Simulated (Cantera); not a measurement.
B + HCl + O₂ (chemical vapour transport)

Charge: 1 mol B, a varied amount of HCl, 1.3 mol O₂, held at 1025 K and 0.0133 bar.

Equilibrium computed with Cantera from the NASA thermochemical tables; the gas is ideal and each condensed phase is pure. Candidate condensed phases: B, B₂O₃, B₃O₃H₃, H₂O; 33 gas species. Gases not in the tables: H₃BO₃. The numbers say what is thermodynamically allowed, not how fast it happens.

| n(HCl) (mol) | log p O₂ | log p HCl | log p H₂O | log p Cl₂ | log p Cl | log p HBO₂ | log p (HBO₂)₃ | n B₂O₃(l) |
|---|---|---|---|---|---|---|---|---|
| 0.04 | -1.91 | -3.18 | -3.92 | -3.93 | -5.22 | -6.32 | -7.49 | 0.500 |
| 0.063 | -1.92 | -2.99 | -3.74 | -3.75 | -5.13 | -6.23 | -7.22 | 0.500 |
| 0.1 | -1.95 | -2.81 | -3.57 | -3.58 | -5.04 | -6.15 | -6.97 | 0.500 |
| 0.16 | -1.99 | -2.64 | -3.41 | -3.42 | -4.96 | -6.07 | -6.73 | 0.500 |
| 0.25 | -2.04 | -2.50 | -3.28 | -3.28 | -4.89 | -6.00 | -6.52 | 0.500 |
| 0.39 | -2.12 | -2.37 | -3.17 | -3.17 | -4.84 | -5.94 | -6.36 | 0.500 |
| 0.62 | -2.22 | -2.25 | -3.08 | -3.08 | -4.79 | -5.90 | -6.22 | 0.500 |
| 0.98 | -2.35 | -2.16 | -3.02 | -3.02 | -4.76 | -5.87 | -6.14 | 0.500 |
log p: log10 of the partial pressure in bar; n: condensed amount in mol.

From 0.04 mol HCl to 0.98 mol HCl the condensed part is B₂O₃(l).
